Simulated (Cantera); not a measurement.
**Diamond growth**

A diamond (100) surface in a fixed gas of H2 with x(CH4) = 0.011, x(H) = 0.00028, x(CH3) = 0.00035, 0.0270 bar; coverages are run to steady state.

Computed with Cantera and the Harris–Goodwin 1993 mechanism for the reconstructed diamond (100) surface.

| T (K) | growth (µm/h) | θ c6HH | θ c6H* | θ c6*H | θ c6** | θ c6HM |
|---|---|---|---|---|---|---|
| 900 | 1.17 | 0.336 | 0.00490 | 0.137 | 0.00145 | 0.419 |
| 950 | 1.49 | 0.382 | 0.00800 | 0.190 | 0.00256 | 0.320 |
| 1000 | 1.41 | 0.454 | 0.0131 | 0.267 | 0.00442 | 0.190 |
| 1050 | 0.943 | 0.511 | 0.0193 | 0.346 | 0.00673 | 0.0786 |
| 1100 | 0.548 | 0.527 | 0.0250 | 0.396 | 0.00873 | 0.0257 |
| 1150 | 0.373 | 0.523 | 0.0296 | 0.420 | 0.0102 | 0.00783 |
| 1200 | 0.315 | 0.517 | 0.0335 | 0.429 | 0.0111 | 0.00242 |
| 1250 | 0.275 | 0.516 | 0.0369 | 0.430 | 0.0118 | 0.000772 |
| 1300 | 0.195 | 0.521 | 0.0397 | 0.424 | 0.0121 | 0.000254 |
| 1350 | 0.101 | 0.531 | 0.0419 | 0.413 | 0.0121 | 8.86e-5 |
| 1400 | 0.0427 | 0.545 | 0.0436 | 0.399 | 0.0116 | 3.35e-5 |
θ: site fractions in the mechanism's names (c6HH fully hydrogenated, c6H* and c6*H radical sites, c6** diradical, c6HM methylated).
